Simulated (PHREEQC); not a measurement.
Consider water at 60 °C with 0.0043 mol/kgw LiNO3, 0.00047 mol/kgw Na2B4O7 and 0.00012 mol/kgw Mg(NO3)2. Closed to the air; pH follows from the charge balance.

Computed with PHREEQC (ion-association model, phreeqc.dat).

Each row changes one thing in this solution. This is a speciation only: nothing precipitates in the calculation.

| case | pH | ionic strength (mol/kgw) | MgOH+ (mol/kgw) |
|---|---|---|---|
| as made | 8.88 | 0.00559 | 4.18e-6 |
| Na2B4O7 from 0.00047 to 0.00235 mol/kgw | 8.93 | 0.00935 | ___ |
| LiNO3 left out | 8.89 | ___ | ___ |
| Na2B4O7 from 0.00047 to 0.00094 mol/kgw | 8.91 | ___ | 4.42e-6 |
| temperature from 60 to 5 °C | ___ | 0.00560 | 1.18e-7 |
| Na2B4O7 left out | 6.49 | 0.00466 | 1.83e-8 |

Problem. What belongs in the gaps?

Solution. 
- Na2B4O7 from 0.00047 to 0.00235 mol/kgw, MgOH+ (mol/kgw): 4.41e-6
- LiNO3 left out, ionic strength (mol/kgw): 0.00129
- LiNO3 left out, MgOH+ (mol/kgw): 4.89e-6
- Na2B4O7 from 0.00047 to 0.00094 mol/kgw, ionic strength (mol/kgw): 0.00653
- temperature from 60 to 5 °C, pH: 9.37

Away from 25 °C the constants follow the database's enthalpies or fits; those with neither stay at their 25 °C values.
